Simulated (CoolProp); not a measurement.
Vapour-liquid equilibrium of propane (1) + R114 (2) at 287.9 K; x and y are mole fractions of (1).

Values from CoolProp's multi-fluid Helmholtz-energy mixture model, Lemmon 2009 and Platzer 1990; pair parameters Bell 2016. This equation is an older, rougher fit; its heat capacities, sound speeds and derivatives of the liquid may be far off and weren't checked against measurements.

### Question
Give the bubble pressure and the first vapour's composition at x = 0.35, 0.425, 0.575. Is there an azeotrope?

### Answer
x = 0.35: 0.3945 MPa, y = 0.712; x = 0.425: 0.4358 MPa, y = 0.760; x = 0.575: 0.5130 MPa, y = 0.835. No azeotrope shows between x = 0.05 and 0.95.

The pair parameters rest on a limited set of measurements; away from them the model extrapolates.
